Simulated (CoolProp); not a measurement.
Vapour-liquid equilibrium of ethanol (1) + dimethyl carbonate (2) at 124.35 °C; x and y are mole fractions of (1).

Values from CoolProp's multi-fluid Helmholtz-energy mixture model, Schroeder 2014 and Zhou 2011; pair parameters Bell 2016.

| x | bubble pressure (kPa) | y at the bubble point | dew pressure at overall composition x (kPa) | liquid density (mol/L) |
|---|---|---|---|---|
| 0.05 | 309.4 | 0.160 | 281.5 | 10.38 |
| 0.125 | ___ | 0.316 | 300.0 | 10.58 |
| 0.2 | 395.7 | 0.419 | 320.7 | 10.80 |
| 0.275 | 425.5 | 0.493 | 343.9 | 11.04 |
| 0.35 | 448.8 | 0.550 | 369.8 | 11.30 |
| 0.425 | 467.0 | 0.597 | 398.2 | 11.58 |
| 0.5 | 481.2 | 0.638 | 428.5 | ___ |
| 0.575 | ___ | 0.676 | 458.7 | ___ |
| 0.65 | 500.2 | 0.714 | 484.9 | 12.61 |
| 0.725 | 505.6 | 0.755 | 502.0 | 13.02 |
| 0.8 | 507.8 | 0.802 | 507.8 | ___ |
| 0.875 | 505.7 | 0.859 | 504.4 | 13.96 |
| 0.95 | 497.3 | 0.934 | 495.0 | 14.49 |

**Question.** Complete the blanks.

**Answer.** 
- 0.125, bubble pressure (kPa): 357.6
- 0.5, liquid density (mol/L): 11.89
- 0.575, bubble pressure (kPa): 492.1
- 0.575, liquid density (mol/L): 12.23
- 0.8, liquid density (mol/L): 13.47

y crosses x between x = 0.8 and 0.875: the model has an azeotrope there.

Pair parameters are fitted to limited data, so mixtures are less certain than the pure fluids.
